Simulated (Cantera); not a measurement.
Feed: 1 mol B₂O₃, a varied amount of N₂, 2.8 mol H₂, held at 2025 K and 278 Torr.

These are equilibrium values from Cantera (NASA tables, ideal gas, pure condensed phases), not measurements of a reactor. Candidate condensed phases: B, BN, B₂O₃, B₃O₃H₃, H₂O; 39 gas species. Kinetics and transport are ignored.

log p: log10 of the partial pressure in bar; n: condensed amount in mol.

```json
[
 {"n(N₂) (mol)": "0.36", "log p N₂": "-1.49", "log p H₂": "-0.65", "log p B₂O₃": "-1.27", "log p HBO₂": "-1.51", "log p HBO": "-1.66", "log p B₂O₂": "-2.25", "n B₂O₃(l)": "0.0293"},
 {"n(N₂) (mol)": "0.62", "log p N₂": "-1.29", "log p H₂": "-0.68", "log p B₂O₃": "-1.28", "log p HBO₂": "-1.53", "log p HBO": "-1.68", "log p B₂O₂": "-2.27", "n B₂O₃(l)": "0"},
 {"n(N₂) (mol)": "1", "log p N₂": "…", "log p H₂": "-0.72", "log p B₂O₃": "-1.32", "log p HBO₂": "-1.57", "log p HBO": "-1.72", "log p B₂O₂": "-2.30", "n B₂O₃(l)": "0"},
 {"n(N₂) (mol)": "1.8", "log p N₂": "-0.93", "log p H₂": "-0.79", "log p B₂O₃": "-1.38", "log p HBO₂": "-1.64", "log p HBO": "-1.79", "log p B₂O₂": "-2.37", "n B₂O₃(l)": "0"},
 {"n(N₂) (mol)": "3", "log p N₂": "-0.79", "log p H₂": "-0.87", "log p B₂O₃": "-1.47", "log p HBO₂": "-1.72", "log p HBO": "-1.87", "log p B₂O₂": "-2.46", "n B₂O₃(l)": "0"},
 {"n(N₂) (mol)": "5.1", "log p N₂": "-0.67", "log p H₂": "-0.99", "log p B₂O₃": "-1.58", "log p HBO₂": "-1.84", "log p HBO": "-1.99", "log p B₂O₂": "-2.58", "n B₂O₃(l)": "0"},
 {"n(N₂) (mol)": "8.7", "log p N₂": "…", "log p H₂": "…", "log p B₂O₃": "…", "log p HBO₂": "…", "log p HBO": "…", "log p B₂O₂": "…", "n B₂O₃(l)": "0"},
 {"n(N₂) (mol)": "15", "log p N₂": "-0.53", "log p H₂": "-1.31", "log p B₂O₃": "-1.91", "log p HBO₂": "-2.16", "log p HBO": "-2.32", "log p B₂O₂": "-2.91", "n B₂O₃(l)": "0"}
]
```

Problem. Complete the blanks.

Solution. 
- 1, log p N₂: -1.11
- 8.7, log p N₂: -0.59
- 8.7, log p H₂: -1.14
- 8.7, log p B₂O₃: -1.73
- 8.7, log p HBO₂: -1.98
- 8.7, log p HBO: -2.14
- 8.7, log p B₂O₂: -2.73
